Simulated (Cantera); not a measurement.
A closed system holds: 1 mol Al, 24 mol CO, 27 mol N₂, at 3080 Torr.

These are equilibrium values from Cantera (NASA tables, ideal gas, pure condensed phases), not measurements of a reactor. Candidate condensed phases: Al, AlN, Al₂O₃, C; 32 gas species. Rates play no part.

x: gas mole fraction; n: condensed amount in mol.

| T (°C) | x N₂ | x CO | x CO₂ | x Al | x C₂N₂ | n Al₂O₃(s) | n C(graphite) |
|---|---|---|---|---|---|---|---|
| 475 | 0.702 | 0.0108 | 0.287 | <1e-12 | <1e-12 | 0.500 | 12.5 |
| 575 | 0.687 | 0.0527 | 0.260 | <1e-12 | <1e-12 | 0.500 | 11.7 |
| 675 | 0.649 | 0.162 | 0.189 | <1e-12 | <1e-12 | 0.500 | 9.37 |
| 775 | 0.595 | 0.315 | 0.0903 | <1e-12 | <1e-12 | 0.500 | 5.60 |
| 875 | 0.561 | 0.411 | 0.0282 | <1e-12 | <1e-12 | 0.500 | 2.86 |
| 975 | 0.550 | 0.442 | 0.00792 | <1e-12 | ? | 0.500 | 1.89 |
| 1075 | 0.547 | 0.451 | 0.00248 | <1e-12 | ? | 0.500 | 1.62 |
| 1175 | 0.546 | 0.453 | 0.000900 | <1e-12 | ? | 0.500 | 1.54 |
| 1275 | 0.546 | 0.454 | 0.000372 | <1e-12 | ? | 0.500 | 1.52 |
| 1375 | 0.546 | 0.454 | 0.000172 | 1.15e-11 | ? | 0.500 | 1.51 |
| 1475 | 0.546 | 0.454 | 8.72e-5 | 6.72e-10 | ? | 0.500 | 1.50 |
| 1575 | 0.545 | 0.454 | 4.78e-5 | 2.49e-8 | ? | 0.500 | 1.50 |
| 1675 | 0.545 | 0.455 | 2.80e-5 | 6.31e-7 | ? | 0.500 | 1.50 |

Q: Some entries are withheld; supply them.

A: 
- 975, x C₂N₂: 1.21e-11
- 1075, x C₂N₂: 1.12e-10
- 1175, x C₂N₂: 7.69e-10
- 1275, x C₂N₂: 4.11e-9
- 1375, x C₂N₂: 1.79e-8
- 1475, x C₂N₂: 6.62e-8
- 1575, x C₂N₂: 2.12e-7
- 1675, x C₂N₂: 6.01e-7
